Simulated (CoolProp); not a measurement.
The numbers come from the reference Helmholtz-energy equation of state, Lemmon 2013 in CoolProp.

Q: For propylene, give the phase and the Z, cp (kJ/(kg K)), speed of sound (m/s), isothermal compressibility (1/MPa) at 284.7 K and 20.5 MPa.

A: 
- 284.7 K and 20.5 MPa: liquid; Z 0.644, cp 2.31, speed of sound 1030, isothermal compressibility 0.00255
